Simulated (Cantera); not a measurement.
A Cantera script and what it prints.

```python
import numpy as np
import cantera as ct

gas_names = """
    CL CL2 H HCL H2 Sr SrCL SrCL2
""".split()
cond_names = """
    Sr(a) Sr(b) Sr(L) SrCL2(a) SrCL2(b) SrCL2(L)
""".split()


# ... load() reads the species with a 1 bar reference pressure and builds the phases ...
atoms = {
    'SrCl2': {'Sr': 1, 'CL': 2},
    'H2': {'H': 2},
}
top_T = {}  # K; cautious upper limits of use, not melting points


# ... equilibrate(T, P, feed) seeds the gas with the atoms and calls Mixture.equilibrate('TP', solver="vcs", rtol=1e-11, max_steps=5000) ...
results = []
feed = {'SrCl2': 1, 'H2': 200}  # mol
T = 673  # K
P = 13332.2  # Pa
mix = equilibrate(T, P, feed)
results.append((T, P, feed, dict(zip(mix.species_names, mix.species_moles))))
print(gas.report(threshold=0.001))
for i in range(1, mix.n_phases):
    print(f"{mix.phase(i).name:16s} {mix.phase_moles(i):12.5e} mol")
```

Output:

```
       temperature   673 K
          pressure   13332 Pa
           density   0.0048033 kg/m^3
  mean mol. weight   2.016 kg/kmol
   phase of matter   gas

                          1 kg             1 kmol
                     ---------------   ---------------
          enthalpy        5.4362e+06        1.0959e+07  J
   internal energy        2.6605e+06        5.3637e+06  J
           entropy             84932        1.7122e+05  J/K
    Gibbs function       -5.1723e+07       -1.0427e+08  J
 heat capacity c_p             14535             29302  J/K
 heat capacity c_v             10410             20987  J/K

                      mass frac. Y      mole frac. X     chem. pot. / RT
                     ---------------   ---------------   ---------------
                H2                 1                 1           -18.635
     [   +7 minor]        8.6688e-14        1.9414e-14

Sr(a)             0.00000e+00 mol
SrCL2(a)          1.00000e+00 mol
```

These are equilibrium values from Cantera (NASA tables, ideal gas, pure condensed phases), not measurements of a reactor.
